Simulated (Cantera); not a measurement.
A closed system holds: 1 mol trisilylamine, 0.46 mol NH₃, 76 mol N₂, equilibrated at 2100 K.

These are equilibrium values from Cantera (NASA tables, ideal gas, pure condensed phases), not measurements of a reactor. Candidate condensed phases: Si, Si₃N₄; 18 gas species. The feed counts by its element totals alone. Gases not in the tables: Si₂H₆ and higher silanes. Rates play no part.

Problem. Which condensed phases are stable at each of these points (P (Pa)): 5, 17, 59, 210, 710, 2400, 8400, 29000, 100000?

Solution. 
```
P (Pa)  condensed phases  Si condensed (%)
------  ----------------  ----------------
5               gas only               0.0
17              gas only               0.0
59              gas only               0.0
210             gas only               0.0
710                Si(l)              42.0
2400               Si(l)              82.2
8400               Si(l)              94.4
29000              Si(l)              98.1
100000          Si₃N₄(s)              99.5
```

From 5.00 Pa to 2.10 mbar nothing is condensed. From 7.10 mbar to 0.290 bar the condensed part is Si(l). At 1.00 bar the condensed part is Si₃N₄(s).
